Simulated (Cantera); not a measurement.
Cantera run:

```python
import numpy as np
import cantera as ct

gas_names = """
    AL ALO ALO2 AL2 AL2O AL2O2 O O2 O3
""".split()
cond_names = """
    AL(cr) AL(L) AL2O3(a) AL2O3(L)
""".split()


# ... load() reads the species with a 1 bar reference pressure and builds the phases ...
atoms = {
    'Al2O3': {'AL': 2, 'O': 3},
    'O2': {'O': 2},
}
top_T = {}  # K; cautious upper limits of use, not melting points


# ... equilibrate(T, P, feed) seeds the gas with the atoms and calls Mixture.equilibrate('TP', solver="vcs", rtol=1e-11, max_steps=5000) ...
results = []
feed = {'Al2O3': 1, 'O2': 1.5}  # mol
P = 133.322  # Pa
for T in [2150, 2200, 2250, 2300, 2350, 2400, 2450, 2500, 2550, 2600]:
    mix = equilibrate(T, P, feed)
    results.append((T, P, feed, dict(zip(mix.species_names, mix.species_moles))))

top = {s: max(r[3][s] / sum(r[3][g] for g in gas_names) for r in results) for s in gas_names}
cols = sorted((s for s in top if top[s] > 0.0001), key=lambda s: -top[s])[:7]
seen = [c for c in cond_names if any(r[3].get(c, 0) > 1e-12 for r in results)]
print("log10 of partial pressures in bar; condensed amounts in mol")
print(f"{'T/K':>10s}" + "".join(f"{s[:9]:>10s}" for s in cols + seen))
for T, P, feed, n in results:
    ng = sum(n[g] for g in gas_names)
    print(f"{T:10.4g}" + "".join(f"{np.log10(max(n[s] / ng * P / 1e5, 1e-99)):10.3f}" for s in cols)
          + "".join(f"{n.get(c, 0):10.4g}" for c in seen))
```

Output:

```
log10 of partial pressures in bar; condensed amounts in mol
       T/K        O2         O       ALO        AL  AL2O3(a)  AL2O3(L)
      2150    -2.898    -4.158    -9.193   -11.462         1         0
      2200    -2.907    -4.022    -8.706   -10.827         1         0
      2250    -2.919    -3.893    -8.241   -10.217         1         0
      2300    -2.934    -3.771    -7.794    -9.632         1         0
      2350    -2.954    -3.657    -7.378    -9.081         0         1
      2400    -2.978    -3.551    -6.993    -8.563         0    0.9999
      2450    -3.009    -3.452    -6.623    -8.062         0    0.9998
      2500    -3.047    -3.362    -6.266    -7.576         0    0.9996
      2550    -3.093    -3.280    -5.922    -7.102         0    0.9991
      2600    -3.149    -3.207    -5.589    -6.639         0    0.9979
```

Method: chemical equilibrium by Gibbs-energy minimisation in Cantera with the NASA 1993 tables (ideal gas, pure condensed phases).
